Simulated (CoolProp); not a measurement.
The numbers come from the reference Helmholtz-energy equation of state, Pan 2012 in CoolProp.

Problem. For R236FA, give the phase and the density (kg/m³), cv (kJ/(kg K)), Joule-Thomson coefficient (K/MPa), isothermal compressibility (1/MPa) at 318.7 K and 1.03 MPa; 326.1 K and 1.03 MPa; 370.4 K and 1.03 MPa.

Solution. 
- 318.7 K and 1.03 MPa: liquid; density 1290, cv 0.889, Joule-Thomson coefficient -0.0308, isothermal compressibility 0.00554
- 326.1 K and 1.03 MPa: liquid; density 1260, cv 0.900, Joule-Thomson coefficient 0.0315, isothermal compressibility 0.00660
- 370.4 K and 1.03 MPa: gas; density 61.1, cv 0.925, Joule-Thomson coefficient 14.2, isothermal compressibility 1.20
